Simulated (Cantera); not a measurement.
A closed system holds: 1 mol SiCl4, 0.016 mol CH4, 5.4 mol H2, 0.12 mol C2H2, held at 1475 K and 4.00 mbar.

Cantera equilibrium calculation (NASA polynomials, part measured and part estimated; ideal gas, pure solids and liquids). Candidate condensed phases: C, C6H6, C7H8, C8H18, Si, SiC; 109 gas species. The tables' values for SiCl3 are old estimates; treat these amounts as uncertain. The numbers say what is thermodynamically allowed, not how fast it happens.

Base state: H2 0.577, HCl 0.323, SiCl2 0.0898, SiCl3 0.00708, SiCl4 0.00190, SiHCl3 0.000322, H 0.000156, Cl 7.07e-5 (mole fractions); condensed: SiC(s).

Task: What changes in the equilibrium state with this change: 0.1 mol HF added?

Result: 
```
species      before    after
-----------  ------  -------
H2            0.577    0.573
HCl           0.323    0.326
SiCl2        0.0898   0.0857
HF                0  0.00285
SiF4              0  0.00125
SiC(s), mol   0.256    0.256
```
The tables' values for SiCl3, SiF3, SiF2 are old estimates; treat these amounts as uncertain.

Task: What changes in the equilibrium state with this change: pressure from 4.00 mbar to 0.100 bar?

Result: 
```
species        before     after
-----------  --------  --------
H2              0.577     0.619
HCl             0.323     0.279
SiCl2          0.0898    0.0574
SiCl4         0.00190    0.0211
SiCl3         0.00708    0.0189
SiH2Cl2       8.53e-6  0.000146
SiHCl3       0.000322   0.00444
SiC(s), mol     0.256     0.256
```
